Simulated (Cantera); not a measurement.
Charge: 1 mol Si, 1.1 mol Cl2, 2.4 mol H2, 5.8 mol HCl, at 1525 K and 650000 Pa.

Equilibrium computed with Cantera from the NASA thermochemical tables; the gas is ideal and each condensed phase is pure. The tables' values for SiCl3 are old estimates; treat these amounts as uncertain. Kinetics and transport are ignored.

```
species    before     after
-------  --------  --------
HCl         0.499     0.658
H2          0.381     0.181
SiCl4       0.101     0.150
SiH2Cl2  0.000121   2.32e-5
SiCl2     0.00177  0.000716
Cl        6.03e-6   1.15e-5
SiHCl3    0.00873   0.00465
SiCl3     0.00778   0.00602
```
Gas species are given as mole fractions.

Which change was made?
A) pressure from 650000 Pa to 100000 Pa
B) temperature from 1525 K to 700 K
C) H2 from 2.4 to 0.27 mol
D) temperature from 1525 K to 648 K

C, H2 from 2.4 to 0.27 mol
